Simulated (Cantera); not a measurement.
Stirred combustor or abatement burner

A perfectly stirred reactor is fed with CH4 : O2 : N2 = 1 : 1.82 : 6.84 (molar parts), equivalence ratio 1.1, at 500000 Pa; it is adiabatic with a 650 K inlet, and is followed from long to short residence time, starting on the burning branch (τ in s: 0.077, 0.027, 0.0098, 0.0035, 0.0012, 0.00045, 0.00016, 5.7e-05, 2e-05, 7.2e-06).

Cantera simulation using GRI-Mech 3.0 (53 species, 325 reactions); the numbers are that mechanism's predictions, not measurements.

| τ (s) | T (K) | x CH4 | x O2 | x CH2CO | x N2O | x C2H6 | x H | x C2H2 |
|---|---|---|---|---|---|---|---|---|
| 0.077 | 2441 | 1.42e-6 | 0.00104 | 1.62e-9 | 1.58e-7 | <1e-12 | 0.00101 | 4.09e-10 |
| 0.027 | 2439 | 3.73e-6 | 0.00118 | 4.46e-9 | 1.65e-7 | 5.88e-12 | 0.00107 | 2.43e-9 |
| 0.0098 | 2433 | 8.83e-6 | 0.00150 | 1.15e-8 | 1.79e-7 | 3.34e-11 | 0.00120 | 1.17e-8 |
| 0.0035 | 2419 | 1.94e-5 | 0.00214 | 2.87e-8 | 2.03e-7 | 1.62e-10 | 0.00147 | 4.48e-8 |
| 0.0012 | 2394 | 4.13e-5 | 0.00335 | 7.11e-8 | 2.32e-7 | 7.17e-10 | 0.00199 | 1.41e-7 |
| 0.00045 | 2357 | 8.15e-5 | 0.00514 | 1.60e-7 | 2.56e-7 | 2.64e-9 | 0.00276 | 3.56e-7 |
| 0.00016 | 2303 | 0.000174 | 0.00793 | 3.94e-7 | 2.69e-7 | 1.10e-8 | 0.00398 | 9.45e-7 |
| 5.7e-5 | 2230 | 0.000410 | 0.0121 | 1.15e-6 | 2.67e-7 | 5.74e-8 | 0.00546 | 2.99e-6 |
| 2.0e-5 | 2123 | 0.00135 | 0.0209 | 6.46e-6 | 2.40e-7 | 7.24e-7 | 0.00594 | 1.84e-5 |
| 7.2e-6 | 650 | 0.104 | 0.188 | <1e-12 | <1e-12 | <1e-12 | <1e-12 | <1e-12 |
x: mole fraction; the columns are a selection and need not sum to one.
